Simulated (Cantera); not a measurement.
# Adiabatic ignition

An adiabatic, constant-pressure homogeneous reactor starts with 5.56 % C3H8, 19.9 % O2, 74.6 % N2, equivalence ratio 1.4, at 1700 K and 68000 Pa.

Computed with Cantera and GRI-Mech 3.0 (53 species, 325 reactions). GRI-Mech 3.0 was tuned for natural gas; its chemistry of propane as a main component is partial and can be far from experiment.

| t (s) | T (K) | x C3H8 | x O2 | x NO | x HCO | x O | x H2 |
|---|---|---|---|---|---|---|---|
| 2.00e-6 | 1681 | 0.0525 | 0.198 | 6.71e-12 | 2.97e-7 | 1.04e-5 | 0.000686 |
| 5.92e-6 | 1659 | 0.0441 | 0.193 | 2.90e-10 | 7.69e-6 | 2.19e-5 | 0.00355 |
| 1.75e-5 | 1715 | 0.0149 | 0.165 | 8.13e-9 | 0.000119 | 0.000114 | 0.0207 |
| 5.18e-5 | 2682 | <1e-12 | 0.00852 | 0.000175 | 1.74e-7 | 0.00905 | 0.0483 |
| 0.000153 | 2734 | <1e-12 | 0.00760 | 0.000505 | 1.65e-7 | 0.00786 | 0.0480 |
| 0.000453 | 2804 | <1e-12 | 0.00627 | 0.00153 | 1.58e-7 | 0.00620 | 0.0475 |
| 0.00134 | 2824 | <1e-12 | 0.00547 | 0.00373 | 1.57e-7 | 0.00539 | 0.0479 |
| 0.00397 | 2821 | <1e-12 | 0.00520 | 0.00526 | 1.57e-7 | 0.00518 | 0.0483 |
| 0.0117 | 2821 | <1e-12 | 0.00519 | 0.00535 | 1.57e-7 | 0.00517 | 0.0483 |
| 0.0347 | 2821 | <1e-12 | 0.00519 | 0.00535 | 1.57e-7 | 0.00517 | 0.0483 |
| 0.103 | 2821 | <1e-12 | 0.00519 | 0.00535 | 1.57e-7 | 0.00517 | 0.0483 |
| 0.304 | 2821 | <1e-12 | 0.00519 | 0.00535 | 1.57e-7 | 0.00517 | 0.0483 |
| 0.900 | 2821 | <1e-12 | 0.00519 | 0.00535 | 1.57e-7 | 0.00517 | 0.0483 |
x: mole fraction; the columns are a selection and need not sum to one.

```yaml
time_of_steepest_temperature_rise: 30.1 µs
temperature at 0.900 s: 2821 K
equilibrium_temperature: 2821 K
x(C3H8) at 0.900 s: <1e-12 (gas-phase equilibrium <1e-12)
x(O2) at 0.900 s: 0.00519 (gas-phase equilibrium 0.00519)
x(NO) at 0.900 s: 0.00535 (gas-phase equilibrium 0.00535)
```
